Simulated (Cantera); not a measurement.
Cantera run, input and output.

```python
import numpy as np
import cantera as ct

gas = ct.Solution("gri30.yaml")
gas.TPX = 1300, 310000, {'CO': 0.002, 'O2': 0.017, 'H2O': 0.0015, 'N2': 1}
reactor = ct.IdealGasConstPressureReactor(gas, energy="off", clone=False)
net = ct.ReactorNet([reactor])
net.rtol, net.atol = 1e-08, 1e-18
show = ['CO', 'O2', 'H2O', 'CO2', 'NO']
times = np.geomspace(1e-05, 20, 10)

steps = ct.SolutionArray(gas, extra=["t"])
rows = []
print(f"{'t/s':>10s}{'T/K':>9s}{'P/Pa':>11s}" + "".join(f"{s:>11s}" for s in show))
for t in times:
    while net.time < t:
        t_next = net.step()
        steps.append(gas.state, t=t_next)
    rows.append([np.interp(t, steps.t, y) for y in (steps.T, steps.P, *steps(*show).X.T)])
    print(f"{t:10.3e}{rows[-1][0]:9.1f}{rows[-1][1]:11.4g}" + "".join(f"{x:11.3e}" for x in rows[-1][2:]))
rate = np.gradient(steps.T, steps.t)
print("integrator steps:", len(steps.t))
if steps.T.max() > steps.T[0] + 200:
    print(f"time of steepest temperature rise: {steps.t[rate.argmax()]:.4e} s")
gas.TPX = 1300, 310000, {'CO': 0.002, 'O2': 0.017, 'H2O': 0.0015, 'N2': 1}
gas.equilibrate("TP")
print(f"equilibrium (TP): T = {gas.T:.1f} K  " + "  ".join(f"{s} {gas[s].X[0]:.3e}" for s in show))
```

Result:

```
       t/s      T/K       P/Pa         CO         O2        H2O        CO2         NO
 1.000e-05   1300.0    3.1e+05  1.960e-03  1.666e-02  1.470e-03  2.162e-10  1.096e-18
 5.013e-05   1300.0    3.1e+05  1.960e-03  1.666e-02  1.470e-03  1.112e-09  3.126e-17
 2.513e-04   1300.0    3.1e+05  1.960e-03  1.666e-02  1.470e-03  7.742e-09  8.407e-16
 1.260e-03   1300.0    3.1e+05  1.959e-03  1.666e-02  1.470e-03  5.471e-07  9.901e-14
 6.316e-03   1300.0    3.1e+05  1.118e-03  1.622e-02  1.457e-03  8.429e-04  1.704e-08
 3.166e-02   1300.0    3.1e+05  1.188e-04  1.575e-02  1.467e-03  1.843e-03  1.062e-07
 1.587e-01   1300.0    3.1e+05  2.990e-06  1.569e-02  1.470e-03  1.959e-03  1.508e-07
 7.958e-01   1300.0    3.1e+05  1.451e-08  1.569e-02  1.471e-03  1.962e-03  1.595e-07
 3.989e+00   1300.0    3.1e+05  1.369e-09  1.569e-02  1.471e-03  1.962e-03  1.601e-07
 2.000e+01   1300.0    3.1e+05  1.369e-09  1.569e-02  1.471e-03  1.962e-03  1.611e-07
integrator steps: 1313
equilibrium (TP): T = 1300.0 K  CO 1.372e-09  O2 1.563e-02  H2O 1.471e-03  CO2 1.962e-03  NO 1.211e-04
```

Computed with Cantera and GRI-Mech 3.0 (53 species, 325 reactions).
